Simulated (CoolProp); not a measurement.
Vapour-liquid equilibrium of n-hexane (1) + n-decane (2) at 0.706 bar; x and y are mole fractions of (1).

The numbers come from the multi-fluid Helmholtz-energy mixture model, Thol 2019 and Lemmon 2006; pair parameters Kunz 2012 in CoolProp.

```csv
x,bubble temperature (K),y at the bubble point,dew temperature at overall composition x (K),liquid density (mol/L)
0.05,417.9,0.383,431.8,(withheld)
0.15,393.9,0.740,428.1,4.791
0.25,377.5,0.873,424.0,(withheld)
0.35,365.8,0.931,419.5,5.317
0.45,357.0,0.960,(withheld),5.575
0.55,350.0,(withheld),408.6,5.841
0.65,344.4,0.986,401.6,6.120
0.75,(withheld),0.992,393.0,(withheld)
0.85,335.8,0.996,381.1,6.729
0.95,332.4,0.999,360.4,7.065
```

Task: Complete the blanks.

Result: 
- 0.05, liquid density (mol/L): 4.495
- 0.25, liquid density (mol/L): 5.059
- 0.45, dew temperature at overall composition x (K): 414.4
- 0.55, y at the bubble point: 0.976
- 0.75, bubble temperature (K): 339.7
- 0.75, liquid density (mol/L): 6.414

No azeotrope shows between x = 0.05 and 0.95.

The pair parameters rest on a limited set of measurements; away from them the model extrapolates.
